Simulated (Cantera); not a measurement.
Mixture: H2 : O2 : N2 = 1 : 0.238 : 1.07 (molar parts), equivalence ratio 2.1, at 500000 Pa, adiabatic and at constant volume. Ignition delay is the time to a rise of 400 K.

Model: the H2/O2 subset of GRI-Mech 3.0, which has no nitrogen chemistry, integrated in Cantera. The hydrogen kinetics of GRI-Mech 3.0 are dated; newer H2 mechanisms differ, most at raised pressure.

Q: At T0 = 1373 K, what is the delay, and which 5 reactions control it most (d ln τ / d ln k, from doubling and halving each rate constant)?

A: The delay is 5.30 µs.
```
reaction                  d ln τ / d ln k   faster rate
------------------------  ---------------  ------------
H + O2 <=> O + OH                   -0.91   shortens it
H2 + O <=> H + OH                   -0.11   shortens it
H + O2 + M <=> HO2 + M               0.10  lengthens it
H + O2 + N2 <=> HO2 + N2             0.06  lengthens it
H + HO2 <=> H2 + O2                 -0.05   shortens it
```
